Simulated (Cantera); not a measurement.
A Cantera script and what it prints.

```python
import numpy as np
import cantera as ct

gas_names = """
    C CN CO CO2 C2 CCN CNC C2N2 C2O C3 C3O2 C4 C4N2 C5 N NCO NO NO2 NO3 N2 N2O O O2 O3 Si SiC SiC2 SiN
    SiO SiO2 Si2 Si2C Si2N Si3
""".split()
cond_names = """
    C(gr) Si(cr) Si(L) SiC(b) SiO2(Lqz) SiO2(hqz) SiO2(L) Si2N2O(s) Si3N4(a)
""".split()


# ... load() reads the species with a 1 bar reference pressure and builds the phases ...
atoms = {
    'SiC': {'Si': 1, 'C': 1},
    'O2': {'O': 2},
    'N2': {'N': 2},
    'CO2': {'C': 1, 'O': 2},
}
top_T = {'C(gr)': 4500, 'SiC(b)': 3050, 'Si2N2O(s)': 2100, 'Si3N4(a)': 2400}  # K; cautious upper limits of use, not melting points


# ... equilibrate(T, P, feed) seeds the gas with the atoms and calls Mixture.equilibrate('TP', solver="vcs", rtol=1e-11, max_steps=5000) ...
results = []
T = 2125  # K
P = 340  # Pa
for m in [0.039, 0.077, 0.15, 0.29, 0.57, 1.1, 2.2]:
    feed = {'SiC': 1, 'O2': m, 'N2': 3, 'CO2': 0.011}  # mol
    mix = equilibrate(T, P, feed)
    results.append((T, P, feed, dict(zip(mix.species_names, mix.species_moles))))
    x = sorted(zip(gas.X, gas.species_names), reverse=True)
    print(f"T = {T:g} K  P = {P:g} Pa  n(O2) = {m:g} mol  gas = {mix.phase_moles(0):.4g} mol")
    print("   x: " + "  ".join(f"{s} {v:.3e}" for v, s in x if v > 0.001))
    print("   condensed (mol): " + ("  ".join(f"{mix.phase(i).name} {mix.phase_moles(i):.4g}"
          for i in range(1, mix.n_phases) if mix.phase_moles(i) > 1e-12) or "none"))
```

Result:

```
T = 2125 K  P = 340 Pa  n(O2) = 0.039 mol  gas = 3.157 mol
   x: N2 9.502e-01  CO 2.666e-02  Si 1.697e-02  SiO 5.020e-03
   condensed (mol): SiC(b) 0.9239
T = 2125 K  P = 340 Pa  n(O2) = 0.077 mol  gas = 3.253 mol
   x: N2 9.220e-01  CO 4.078e-02  Si 2.235e-02  SiO 1.332e-02  Si2C 1.004e-03
   condensed (mol): SiC(b) 0.8746
T = 2125 K  P = 340 Pa  n(O2) = 0.15 mol  gas = 3.421 mol
   x: N2 8.767e-01  CO 6.342e-02  SiO 3.070e-02  Si 2.721e-02  Si2C 1.223e-03
   condensed (mol): SiC(b) 0.7895
T = 2125 K  P = 340 Pa  n(O2) = 0.29 mol  gas = 3.725 mol
   x: N2 8.051e-01  CO 9.916e-02  SiO 6.244e-02  Si 3.103e-02  Si2C 1.394e-03
   condensed (mol): SiC(b) 0.6361
T = 2125 K  P = 340 Pa  n(O2) = 0.57 mol  gas = 4.317 mol
   x: N2 6.946e-01  CO 1.542e-01  SiO 1.149e-01  Si 3.375e-02  Si2C 1.516e-03
   condensed (mol): SiC(b) 0.3382
T = 2125 K  P = 340 Pa  n(O2) = 1.1 mol  gas = 4.933 mol
   x: N2 6.081e-01  SiO 1.859e-01  CO 1.796e-01  CO2 2.538e-02
   condensed (mol): SiO2(L) 0.08025
T = 2125 K  P = 340 Pa  n(O2) = 2.2 mol  gas = 4.367 mol
   x: N2 6.842e-01  CO2 1.870e-01  O2 6.481e-02  CO 4.448e-02  O 7.211e-03  SiO 6.247e-03  NO 5.479e-03
   condensed (mol): SiO2(L) 0.9702
```

Equilibrium computed with Cantera from the NASA thermochemical tables; the gas is ideal and each condensed phase is pure. The tables' values for SiO2, SiN are old estimates; treat these amounts as uncertain. The tables hold silica as quartz up to 1696 K and as liquid above; real silica turns to tridymite and cristobalite and melts near 1996 K.
